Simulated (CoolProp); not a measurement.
1000 sccm (0 °C, 1 atm) of nitrogen bubbles through liquid n-octane at 337.8 K and leaves saturated at a total pressure of 0.124 MPa (ideal gas phase). Each further row changes one setting.

Model: reference Helmholtz-energy equation of state, Beckmüller 2019, in CoolProp.

```json
[
 {"case": "as stated", "vapour pressure (kPa)": "12.8", "mole fraction of vapour": "…", "delivery (mg/min)": "585", "delivery (sccm)": "115", "change of delivery for a bath 1 K warmer (%)": "4.7"},
 {"case": "bath temperature 342.8 K", "vapour pressure (kPa)": "…", "mole fraction of vapour": "0.126", "delivery (mg/min)": "736", "delivery (sccm)": "145", "change of delivery for a bath 1 K warmer (%)": "4.7"},
 {"case": "total pressure 0.248 MPa", "vapour pressure (kPa)": "12.8", "mole fraction of vapour": "0.0515", "delivery (mg/min)": "277", "delivery (sccm)": "54.3", "change of delivery for a bath 1 K warmer (%)": "…"}
]
```

**Question.** Some entries are withheld; supply them.

**Answer.** 
- as stated, mole fraction of vapour: 0.103
- bath temperature 342.8 K, vapour pressure (kPa): 15.7
- total pressure 0.248 MPa, change of delivery for a bath 1 K warmer (%): 4.5
